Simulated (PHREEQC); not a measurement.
0.026 g of hydrous ferric oxide (600 m²/g; 0.2 weak and 0.005 strong sites per Fe, Dzombak-Morel constants, diffuse double layer) in 1 kg of water with 0.05 mol/kgw of an inert sodium salt and 0.03 mmol/kgw ZnSO4, at 25 °C; the pH is set by adding NaOH or the inert anion's acid. O2 is buffered at 0.21 atm. CO2 from the air is kept out. Nothing may precipitate in this run.

Base run: PHREEQC, ion-association model, wateq4f.dat. Each further column changes one thing. The table gives S sorbed (%).

```csv
pH,base,no electrostatic term (-no_edl),background salt from 0.05 to 0.005 mol/kgw,oxide from 0.026 to 0.13 g/kgw
3,54.8,0.0,79.3,98.6
3.38,54.4,0.0,78.8,98.5
4.12,50.1,0.0,71.9,97.4
4.5,45.0,0.0,64.8,95.4
4.88,37.8,0.0,55.5,91.0
5.62,20.4,0.0,33.6,66.6
6,12.2,0.0,22.5,45.8
6.38,6.0,0.0,13.0,25.3
7.12,1.1,0.0,3.1,4.1
7.5,0.6,0.0,1.6,1.2
7.88,0.3,0.0,0.7,0.3
8.62,0.0,0.0,0.1,0.0
9,0.0,0.0,0.0,0.0
```

The oxide is taken as insoluble; below pH 4 it would dissolve. In at least one series the solution becomes supersaturated in solids that the run did not let form, among them Zn(OH)2-e.
